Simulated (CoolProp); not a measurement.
A single-stage vapour-compression cycle with the fluid: evaporating at 220.15 K (dew point), condensing at 289.15 K (bubble point), superheat 5 K, subcooling 2 K, compressor efficiency 0.9, no pressure losses. The same conditions are run with several fluids, on thermodynamics alone (safety and materials aside).

Computed with CoolProp (reference Helmholtz-energy equation of state of each fluid (R507A: Lemmon 2003; R124: de Vries 1995; R142b: Lemmon 2006; nitrous oxide: Lemmon 2006; dimethyl ether: Wu 2011)). Blends and air are pseudo-pure fits.

```json
[
 {"fluid": "R507A", "cooling COP": "1.98", "pressure ratio": "13.5", "discharge temperature (K)": "313.0", "refrigerating effect (kJ/kg)": "116", "volumetric capacity (kJ/m³)": "472"},
 {"fluid": "R124", "cooling COP": "2.14", "pressure ratio": "23.3", "discharge temperature (K)": "310.6", "refrigerating effect (kJ/kg)": "116", "volumetric capacity (kJ/m³)": "105"},
 {"fluid": "R142b", "cooling COP": "2.23", "pressure ratio": "22.6", "discharge temperature (K)": "326.1", "refrigerating effect (kJ/kg)": "169", "volumetric capacity (kJ/m³)": "102"},
 {"fluid": "nitrous oxide", "cooling COP": "1.76", "pressure ratio": "8.02", "discharge temperature (K)": "376.3", "refrigerating effect (kJ/kg)": "199", "volumetric capacity (kJ/m³)": "2930"},
 {"fluid": "dimethyl ether", "cooling COP": "2.23", "pressure ratio": "18.3", "discharge temperature (K)": "343.9", "refrigerating effect (kJ/kg)": "351", "volumetric capacity (kJ/m³)": "216"}
]
```
